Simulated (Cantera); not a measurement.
An isothermal, constant-pressure homogeneous reactor starts with CH4 : H2O = 1 : 1.5 (molar parts), at 2100 K and 0.286 atm.

Model: GRI-Mech 3.0 (53 species, 325 reactions), integrated in Cantera.

x: mole fraction; the columns are a selection and need not sum to one.

```csv
t (s),x CH4,x H2O,x CO2,x H2,x CH2O,x H,x C2H
2.00e-5,0.362,0.590,4.84e-8,0.0222,[?],0.000297,5.42e-8
6.54e-5,0.208,0.528,1.94e-5,0.176,[?],0.00146,6.41e-6
0.000214,0.0706,0.443,0.000355,0.356,[?],0.00247,1.81e-5
0.000700,0.0216,0.387,0.00253,0.439,[?],0.00334,2.17e-5
0.00229,0.0118,0.308,0.00795,0.508,[?],0.00389,1.67e-5
0.00749,0.00778,0.207,0.00989,0.587,[?],0.00416,7.85e-6
0.0245,0.00319,0.130,0.00797,0.648,[?],0.00443,1.84e-6
0.0801,0.000199,0.105,0.00680,0.669,[?],0.00462,3.16e-8
0.262,1.18e-9,0.104,0.00676,0.669,1.69e-8,0.00477,<1e-12
0.857,1.15e-9,0.104,0.00676,0.669,1.69e-8,0.00477,<1e-12
2.80,1.15e-9,0.104,0.00676,0.669,1.69e-8,0.00477,<1e-12
9.17,1.15e-9,0.104,0.00676,0.669,1.69e-8,0.00477,<1e-12
30.0,1.15e-9,0.104,0.00676,0.669,1.69e-8,0.00477,<1e-12
```

### Question
Some entries are withheld; supply them.

### Answer

- 2.00e-5, x CH2O: 0.000150
- 6.54e-5, x CH2O: 0.000325
- 0.000214, x CH2O: 9.72e-5
- 0.000700, x CH2O: 3.26e-5
- 0.00229, x CH2O: 1.41e-5
- 0.00749, x CH2O: 5.06e-6
- 0.0245, x CH2O: 1.16e-6
- 0.0801, x CH2O: 7.31e-8
